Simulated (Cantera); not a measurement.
A Cantera script and what it prints.

```python
import numpy as np
import cantera as ct

gas_names = """
    CL CL2 H HCL H2 Mg MgCL MgCL2 MgH Mg2
""".split()
cond_names = """
    Mg(cr) Mg(L) MgCL2(s) MgCL2(L)
""".split()


# ... load() reads the species with a 1 bar reference pressure and builds the phases ...
atoms = {
    'MgCl2': {'Mg': 1, 'CL': 2},
    'H2': {'H': 2},
}
top_T = {}  # K; cautious upper limits of use, not melting points


# ... equilibrate(T, P, feed) seeds the gas with the atoms and calls Mixture.equilibrate('TP', solver="vcs", rtol=1e-11, max_steps=5000) ...
results = []
T = 825  # K
P = 0.21  # Pa
for m in [1.2, 1.6, 2, 2.5, 3.2, 4.1, 5.1, 6.5, 8.3, 11, 13]:
    feed = {'MgCl2': 1, 'H2': m}  # mol
    mix = equilibrate(T, P, feed)
    results.append((T, P, feed, dict(zip(mix.species_names, mix.species_moles))))
    x = sorted(zip(gas.X, gas.species_names), reverse=True)
    print(f"T = {T:g} K  P = {P:g} Pa  n(H2) = {m:g} mol  gas = {mix.phase_moles(0):.4g} mol")
    print("   x: " + "  ".join(f"{s} {v:.3e}" for v, s in x if v > 0.001))
    print("   condensed (mol): " + ("  ".join(f"{mix.phase(i).name} {mix.phase_moles(i):.4g}"
          for i in range(1, mix.n_phases) if mix.phase_moles(i) > 1e-12) or "none"))
```

Result:

```
T = 825 K  P = 0.21 Pa  n(H2) = 1.2 mol  gas = 1.551 mol
   x: H2 7.737e-01  MgCL2 2.261e-01
   condensed (mol): MgCL2(s) 0.6493
T = 825 K  P = 0.21 Pa  n(H2) = 1.6 mol  gas = 2.068 mol
   x: H2 7.737e-01  MgCL2 2.261e-01
   condensed (mol): MgCL2(s) 0.5324
T = 825 K  P = 0.21 Pa  n(H2) = 2 mol  gas = 2.585 mol
   x: H2 7.737e-01  MgCL2 2.261e-01
   condensed (mol): MgCL2(s) 0.4155
T = 825 K  P = 0.21 Pa  n(H2) = 2.5 mol  gas = 3.231 mol
   x: H2 7.737e-01  MgCL2 2.261e-01
   condensed (mol): MgCL2(s) 0.2694
T = 825 K  P = 0.21 Pa  n(H2) = 3.2 mol  gas = 4.135 mol
   x: H2 7.737e-01  MgCL2 2.261e-01
   condensed (mol): MgCL2(s) 0.06484
T = 825 K  P = 0.21 Pa  n(H2) = 4.1 mol  gas = 5.1 mol
   x: H2 8.038e-01  MgCL2 1.960e-01
   condensed (mol): none
T = 825 K  P = 0.21 Pa  n(H2) = 5.1 mol  gas = 6.1 mol
   x: H2 8.359e-01  MgCL2 1.639e-01
   condensed (mol): none
T = 825 K  P = 0.21 Pa  n(H2) = 6.5 mol  gas = 7.501 mol
   x: H2 8.665e-01  MgCL2 1.333e-01
   condensed (mol): none
T = 825 K  P = 0.21 Pa  n(H2) = 8.3 mol  gas = 9.301 mol
   x: H2 8.924e-01  MgCL2 1.075e-01
   condensed (mol): none
T = 825 K  P = 0.21 Pa  n(H2) = 11 mol  gas = 12 mol
   x: H2 9.166e-01  MgCL2 8.327e-02
   condensed (mol): none
T = 825 K  P = 0.21 Pa  n(H2) = 13 mol  gas = 14 mol
   x: H2 9.285e-01  MgCL2 7.137e-02
   condensed (mol): none
```

Method: chemical equilibrium by Gibbs-energy minimisation in Cantera with the NASA 1993 tables (ideal gas, pure condensed phases).
